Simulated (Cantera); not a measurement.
Input (Python, Cantera):

```python
import numpy as np
import cantera as ct

gas = ct.Solution("gri30.yaml")
gas.TPX = 300, 13332, {'CO': 1, 'H2': 0.55, 'O2': 1.05, 'N2': 2.83}
flame = ct.FreeFlame(gas, width=0.16)
flame.set_refine_criteria(ratio=3, slope=0.08, curve=0.16)
flame.transport_model = "mixture-averaged"
flame.solve(loglevel=0, auto=True)
z, T = flame.grid, flame.T
thick = (T[-1] - T[0]) / np.gradient(T, z).max()
show = ['CO', 'H2', 'O2', 'O', 'H', 'NO2']
print(f"laminar burning velocity  {flame.velocity[0] * 100:.3f} cm/s")
print(f"burnt temperature         {T[-1]:.1f} K")
print(f"thermal thickness         {thick * 1e3:.4f} mm")
print(f"grid points               {len(z)}")
z0 = z[flame.heat_release_rate.argmax()]
print(f"{'z/mm':>9s}{'T/K':>9s}{'u/(m/s)':>9s}" + "".join(f"{s:>11s}" for s in show))
rows = []
for k in (-3, -2, -1.5, -1, -0.5, -0.25, 0, 0.25, 0.5, 1, 2, 4, 8):
    zz = z0 + k * thick
    rows.append([k * thick, np.interp(zz, z, T), np.interp(zz, z, flame.velocity),
                 *(np.interp(zz, z, flame.X[gas.species_index(s)]) for s in show)])
    print(f"{rows[-1][0] * 1e3:9.3f}{rows[-1][1]:9.1f}{rows[-1][2]:9.3f}" + "".join(f"{x:11.3e}" for x in rows[-1][3:]))
```

It prints:

```
laminar burning velocity  108.678 cm/s
burnt temperature         2298.6 K
thermal thickness         5.6398 mm
grid points               154
     z/mm      T/K  u/(m/s)         CO         H2         O2          O          H        NO2
  -16.919    300.0    1.087  1.842e-01  1.013e-01  1.934e-01  2.783e-15  1.439e-19  1.854e-17
  -11.280    300.0    1.087  1.842e-01  1.013e-01  1.934e-01  3.359e-13  1.741e-17  1.876e-17
   -8.460    300.0    1.087  1.842e-01  1.013e-01  1.934e-01  5.844e-12  3.044e-16  2.578e-17
   -5.640    300.0    1.087  1.842e-01  1.012e-01  1.934e-01  1.940e-10  1.160e-14  5.594e-16
   -2.820    301.7    1.091  1.846e-01  9.902e-02  1.938e-01  5.913e-08  1.291e-08  1.471e-12
   -1.410    483.7    1.723  1.809e-01  8.401e-02  1.909e-01  4.258e-05  1.001e-03  1.967e-11
    0.000    956.9    3.339  1.572e-01  4.186e-02  1.630e-01  4.193e-03  1.638e-02  2.168e-11
    1.410   1283.3    4.403  1.102e-01  1.150e-02  1.138e-01  1.781e-02  3.098e-02  1.164e-10
    2.820   1452.9    4.906  7.649e-02  9.047e-03  9.332e-02  2.276e-02  3.275e-02  2.406e-10
    5.640   1617.0    5.379  5.751e-02  9.603e-03  8.374e-02  2.212e-02  2.742e-02  4.486e-10
   11.280   1770.1    5.828  5.497e-02  8.679e-03  8.111e-02  1.828e-02  1.817e-02  8.118e-10
   22.559   1917.1    6.246  5.080e-02  7.135e-03  7.861e-02  1.382e-02  1.092e-02  1.586e-09
   45.119   2052.3    6.618  4.362e-02  5.484e-03  7.543e-02  9.784e-03  6.155e-03  4.477e-09
```

Computed with Cantera and GRI-Mech 3.0 (53 species, 325 reactions). Burning velocities carry a grid error of a few per cent, more on coarse grids.
